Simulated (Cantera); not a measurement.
Feed: 1 mol Fe3O4, 170 mol H2, 8.9 mol N2, held at 1352 °C and 0.578 Torr.

Equilibrium computed with Cantera from the NASA thermochemical tables; the gas is ideal and each condensed phase is pure. Candidate condensed phases: Fe, FeO, Fe(OH)2, Fe(OH)3, Fe2O3, Fe3O4, H2O; 27 gas species. Equilibrium is a limit: real reactors are often held back by kinetics, nucleation or transport.

Base state: H2 0.923, N2 0.0496, H2O 0.0223, H 0.00244, Fe 0.00225 (mole fractions); condensed: Fe(γ).

Q: What changes in the equilibrium state with this change: pressure from 0.578 Torr to 23.3 Torr?

A: 
```tsv
species	before	after
H2	0.923	0.927
N2	0.0496	0.0497
H2O	0.0223	0.0224
Fe	0.00225	5.59e-5
H	0.00244	0.000386
Fe(γ), mol	2.60	2.99
```

Q: What changes in the equilibrium state with this change: pressure from 0.578 Torr to 1.05 Torr?

A: 
| species | before | after |
|---|---|---|
| H2 | 0.923 | 0.925 |
| N2 | 0.0496 | 0.0496 |
| H2O | 0.0223 | 0.0223 |
| Fe | 0.00225 | 0.00124 |
| H | 0.00244 | 0.00181 |
| Fe(γ), mol | 2.60 | 2.78 |

Q: What changes in the equilibrium state with this change: temperature from 1352 °C to 352 °C?

A: 
```tsv
species	before	after
H2	0.923	0.928
N2	0.0496	0.0497
H2O	0.0223	0.0224
H	0.00244	<1e-9
Fe	0.00225	<1e-9
Fe(γ), mol	2.60	0
Fe(α), mol	0	3.00
```
